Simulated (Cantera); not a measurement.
Charge: 1 mol B₂O₃, 6.1 mol N₂, equilibrated at 2273.15 K and 15.0 Pa.

Method: chemical equilibrium by Gibbs-energy minimisation in Cantera with the NASA 1993 tables (ideal gas, pure condensed phases). Candidate condensed phases: B, BN, B₂O₃; 17 gas species. Kinetics and transport are ignored.

Base state: N₂ 0.777, BO 0.0985, B₂O₃ 0.0546, BO₂ 0.0467, O 0.0187, O₂ 0.00290, NO 0.00173, B₂O₂ 0.000299 (mole fractions); condensed: gas only.

### Question
What changes in the equilibrium state with this change: B₂O₃ replaced by B₂H₆?

### Answer
```json
[
 {"species": "N₂", "before": "0.777", "after": "0.551"},
 {"species": "H", "before": "0", "after": "0.258"},
 {"species": "H₂", "before": "0", "after": "0.142"},
 {"species": "BO", "before": "0.0985", "after": "0"},
 {"species": "B₂O₃", "before": "0.0546", "after": "0"},
 {"species": "BO₂", "before": "0.0467", "after": "0"},
 {"species": "O", "before": "0.0187", "after": "0"},
 {"species": "B", "before": "2.35e-8", "after": "0.0481"},
 {"species": "O₂", "before": "0.00290", "after": "0"},
 {"species": "NO", "before": "0.00173", "after": "0"},
 {"species": "B₂O₂", "before": "0.000299", "after": "0"},
 {"species": "BH₂", "before": "0", "after": "0.000262"},
 {"species": "B(s), mol", "before": "0", "after": "1.46"}
]
```
The feed counts by its element totals alone. The tables' values for BH₂ are old estimates; treat these amounts as uncertain.

### Question
What changes in the equilibrium state with this change: temperature from 2273.15 K to 923.15 K?

### Answer
```tsv
species	before	after
N₂	0.777	1.00
BO	0.0985	<1e-9
B₂O₃	0.0546	<1e-9
BO₂	0.0467	<1e-9
O	0.0187	<1e-9
O₂	0.00290	<1e-9
NO	0.00173	<1e-9
B₂O₂	0.000299	<1e-9
B₂O₃(l), mol	0	1.00
```

### Question
What changes in the equilibrium state with this change: temperature from 2273.15 K to 1725 K?

### Answer
| species | before | after |
|---|---|---|
| N₂ | 0.777 | 0.858 |
| B₂O₃ | 0.0546 | 0.140 |
| BO₂ | 0.0467 | 0.00114 |
| BO | 0.0985 | 0.00106 |
| O | 0.0187 | 5.74e-6 |
| O₂ | 0.00290 | 1.46e-6 |
| NO | 0.00173 | 8.78e-6 |
| B₂O₂ | 0.000299 | 5.72e-5 |
